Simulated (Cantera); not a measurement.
A closed system holds: 1 mol Si, 3.3 mol NF3, 0.23 mol H2, held at 773.15 K and 13.0 Pa.

Cantera equilibrium calculation (NASA polynomials, part measured and part estimated; ideal gas, pure solids and liquids). Candidate condensed phases: Si, Si3N4; 37 gas species. Kinetics and transport are ignored.

Base state: F2 0.281, F 0.252, N2 0.247, SiF4 0.150, HF 0.0690, NF3 0.000387 (mole fractions); condensed: gas only.

Q: What changes in the equilibrium state with this change: pressure from 13.0 Pa to 100000 Pa?

A: 
| species | before | after |
|---|---|---|
| NF3 | 0.000387 | 0.377 |
| SiF4 | 0.150 | 0.236 |
| N2 | 0.247 | 0.201 |
| F | 0.252 | 0.00150 |
| F2 | 0.281 | 0.0760 |
| HF | 0.0690 | 0.109 |
